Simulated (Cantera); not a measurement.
An adiabatic, constant-pressure homogeneous reactor starts with 30.1 % CO, 9.03 % H₂, 2.53 % CH₄, 12.3 % O₂, 46.1 % N₂, equivalence ratio 2.0, at 1350 K and 4.93 atm.

Cantera simulation using GRI-Mech 3.0 (53 species, 325 reactions); the numbers are that mechanism's predictions, not measurements.

**Question.** Predict: time of steepest temperature rise; temperature at 5.00 s; equilibrium temperature; x(CO) at 5.00 s; x(H₂) at 5.00 s; x(HO₂) at 5.00 s; x(NO) at 5.00 s.

**Answer.** 
```
Quantity                                                             Value
---------------------------------  ---------------------------------------
time of steepest temperature rise                                  23.5 µs
temperature at 5.00 s                                               2792 K
equilibrium temperature                                             2792 K
x(CO) at 5.00 s                        0.235 (gas-phase equilibrium 0.235)
x(H₂) at 5.00 s                      0.0331 (gas-phase equilibrium 0.0331)
x(HO₂) at 5.00 s                   8.14e-7 (gas-phase equilibrium 8.14e-7)
x(NO) at 5.00 s                    0.00200 (gas-phase equilibrium 0.00200)
```
